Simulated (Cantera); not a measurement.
A perfectly stirred reactor is fed with CH4 : CO2 = 1 : 0.67 (molar parts), at 0.120 bar; it is held at 1475 K, and followed from long to short residence time.

Model: GRI-Mech 3.0 (53 species, 325 reactions), integrated in Cantera.

### Question
What does this change do: temperature 1475 to 2025 K?

### Answer
| quantity | before | after |
|---|---|---|
| x(CH4) at τ = 1.10 s | 0.423 | 0.00383 |
| x(CO2) at τ = 1.10 s | 0.322 | 0.00211 |
| x(C2H6) at τ = 1.10 s | 0.000360 | 2.73e-7 |
| x(CH2) at τ = 1.10 s | 7.76e-9 | 4.53e-6 |
| x(H2O) at τ = 1.10 s | 0.0353 | 0.0117 |
| x(CH4) at τ = 44.0 ms | 0.589 | 0.0211 |
| x(CO2) at τ = 44.0 ms | 0.399 | 0.0246 |
| x(C2H6) at τ = 44.0 ms | 0.000587 | 6.39e-6 |
| x(CH2) at τ = 44.0 ms | 8.06e-9 | 1.52e-5 |
| x(H2O) at τ = 44.0 ms | 0.000137 | 0.0968 |

### Question
What does this change do: pressure from 0.120 bar to 3.50 bar?

### Answer
```csv
quantity,before,after
x(CH4) at τ = 1.10 s,0.423,0.219
x(CO2) at τ = 1.10 s,0.322,0.148
x(C2H6) at τ = 1.10 s,0.000360,0.000318
x(CH2) at τ = 1.10 s,7.76e-9,1.38e-9
x(H2O) at τ = 1.10 s,0.0353,0.147
x(CH4) at τ = 44.0 ms,0.589,0.530
x(CO2) at τ = 44.0 ms,0.399,0.380
x(C2H6) at τ = 44.0 ms,0.000587,0.00128
x(CH2) at τ = 44.0 ms,8.06e-9,8.05e-10
x(H2O) at τ = 44.0 ms,0.000137,0.00632
```
